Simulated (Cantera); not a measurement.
# Thermodynamics of abatement and gas-phase synthesis, feed HI + H2 + O2

A closed system holds: 1 mol HI, 0.3 mol H2, 0.32 mol O2, equilibrated at 750 Torr.

Equilibrium computed with Cantera from the NASA thermochemical tables; the gas is ideal and each condensed phase is pure. Candidate condensed phases: H2O, I2; 25 gas species. Ions and electrons are included (thermal ionisation). Equilibrium is a limit: real reactors are often held back by kinetics, nucleation or transport.

```
T (K)    x I       x H     x H2O       x O     x H2      x OH      x HI      x O2
-----  -----  --------  --------  --------  -------  --------  --------  --------
2000   0.494  0.000389     0.370   1.25e-6   0.0571  0.000252    0.0710   3.50e-6
2500   0.527   0.00693     0.350  0.000398   0.0759   0.00662    0.0310  0.000753
3000   0.503    0.0513     0.256    0.0123    0.106    0.0414    0.0174    0.0118
3500   0.421     0.200    0.0889    0.0723    0.115    0.0713   0.00914    0.0215
4000   0.346     0.380    0.0104     0.152   0.0570    0.0405   0.00358    0.0104
4500   0.318     0.460  0.000717     0.185   0.0177    0.0130   0.00135   0.00278
5000   0.312     0.483   6.10e-5     0.194  0.00564   0.00422  0.000582  0.000767
```
x: gas mole fraction; nothing condenses.

From 2000 K to 5000 K nothing is condensed.
